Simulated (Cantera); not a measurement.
A counterflow diffusion flame at 1.01 bar, nozzles 20 mm apart: fuel side CH4 = 1 (molar parts) at 600 K, oxidiser side O2 : N2 = 0.27 : 0.73 (molar parts) at 423 K, fuel mass flux 0.74 times the oxidiser's; mixture-averaged transport, no radiation.

Detailed kinetics in Cantera: GRI-Mech 3.0 (53 species, 325 reactions). GRI-Mech 3.0 has no aromatics or soot, which form on the fuel side of real flames. The maximum strain rate includes the flame's own expansion and is several times the mean.

x: mole fraction; the columns are a selection and need not sum to one.

```json
[
 {"oxidiser flux (kg/m²/s)": "0.25", "max strain (1/s)": "…", "mean strain (1/s)": "43.3", "T max (K)": "2335", "peak x OH": "0.0141", "peak x H": "0.00633", "peak x NO": "0.000534", "peak x CO": "0.0884", "peak x C2H2": "0.0220"},
 {"oxidiser flux (kg/m²/s)": "0.37", "max strain (1/s)": "…", "mean strain (1/s)": "64.1", "T max (K)": "2311", "peak x OH": "0.0141", "peak x H": "0.00667", "peak x NO": "0.000472", "peak x CO": "0.0861", "peak x C2H2": "0.0211"},
 {"oxidiser flux (kg/m²/s)": "0.53", "max strain (1/s)": "…", "mean strain (1/s)": "91.8", "T max (K)": "2293", "peak x OH": "0.0140", "peak x H": "0.00696", "peak x NO": "0.000425", "peak x CO": "0.0842", "peak x C2H2": "0.0202"},
 {"oxidiser flux (kg/m²/s)": "0.77", "max strain (1/s)": "…", "mean strain (1/s)": "133", "T max (K)": "2277", "peak x OH": "0.0139", "peak x H": "0.00728", "peak x NO": "0.000380", "peak x CO": "0.0822", "peak x C2H2": "0.0193"},
 {"oxidiser flux (kg/m²/s)": "1.1", "max strain (1/s)": "…", "mean strain (1/s)": "191", "T max (K)": "2263", "peak x OH": "0.0138", "peak x H": "0.00757", "peak x NO": "0.000339", "peak x CO": "0.0807", "peak x C2H2": "0.0184"},
 {"oxidiser flux (kg/m²/s)": "1.6", "max strain (1/s)": "…", "mean strain (1/s)": "277", "T max (K)": "2245", "peak x OH": "0.0135", "peak x H": "0.00781", "peak x NO": "0.000291", "peak x CO": "0.0791", "peak x C2H2": "0.0172"},
 {"oxidiser flux (kg/m²/s)": "2.4", "max strain (1/s)": "…", "mean strain (1/s)": "416", "T max (K)": "2223", "peak x OH": "0.0131", "peak x H": "0.00800", "peak x NO": "0.000238", "peak x CO": "0.0777", "peak x C2H2": "0.0159"}
]
```

Question: Complete the blanks.

Answer: 
- 0.25, max strain (1/s): 212
- 0.37, max strain (1/s): 297
- 0.53, max strain (1/s): 406
- 0.77, max strain (1/s): 566
- 1.1, max strain (1/s): 780
- 1.6, max strain (1/s): 1090
- 2.4, max strain (1/s): 1580
